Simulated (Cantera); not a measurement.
A freely propagating, adiabatic, planar premixed flame of H2 : O2 : N2 = 1 : 0.294 : 1.41 (molar parts), equivalence ratio 1.7, unburnt at 398 K and 100000 Pa; mixture-averaged transport, grid criteria slope 0.08 and curve 0.16, no radiation.

Detailed kinetics in Cantera: the H2/O2 subset of GRI-Mech 3.0, which has no nitrogen chemistry. Burning velocities carry a grid error of a few per cent, more on coarse grids.

Question: How do the results move with these cheaper or finer settings: unity-Lewis-number transport; multicomponent transport; multicomponent+Soret transport; grid criteria slope 0.5, curve 1; grid criteria slope 0.25, curve 0.5; grid criteria slope 0.03, curve 0.06?

Answer: 
```tsv
setting	laminar burning velocity	thermal thickness	peak x(OH)	peak x(H)	grid points
as above	376 cm/s	0.382 mm	0.00408	0.0637	121
unity-Lewis-number transport	224 cm/s	0.350 mm	0.00418	0.0666	102
multicomponent transport	368 cm/s	0.382 mm	0.00407	0.0635	121
multicomponent+Soret transport	351 cm/s	0.372 mm	0.00411	0.0624	121
grid criteria slope 0.5, curve 1	404 cm/s	0.518 mm	0.00489	0.0643	37
grid criteria slope 0.25, curve 0.5	373 cm/s	0.416 mm	0.00421	0.0638	58
grid criteria slope 0.03, curve 0.06	374 cm/s	0.374 mm	0.00402	0.0635	282
```
Unity Lewis numbers drop preferential diffusion, which matters most where H2 and H carry the flame; Soret adds thermal diffusion.
